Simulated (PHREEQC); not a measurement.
Dissolve 0.016 mol/kgw NaHSO4 and 0.11 mol/kgw NaF at 25 °C. Closed to the air; pH follows from the charge balance.

Equilibrium calculation in PHREEQC: ion-association model, wateq4f.dat.

```
quantity         before    after
--------------  -------  -------
pH                 3.92     2.74
Na+ (mol/kgw)     0.120    0.174
F- (mol/kgw)     0.0871   0.0290
HF (mol/kgw)     0.0112   0.0523
HF2- (mol/kgw)  0.00387  0.00614
```

Q: Name the change that produced these shifts.
A) 0.0044 mol/kgw KI added
B) 0.01 mol/kgw Na2CO3 added
C) NaHSO4 left out
D) NaHSO4 from 0.016 to 0.0016 mol/kgw
E) NaHSO4 from 0.016 to 0.08 mol/kgw

A: E, NaHSO4 from 0.016 to 0.08 mol/kgw

This is a speciation only: nothing precipitates in the calculation.
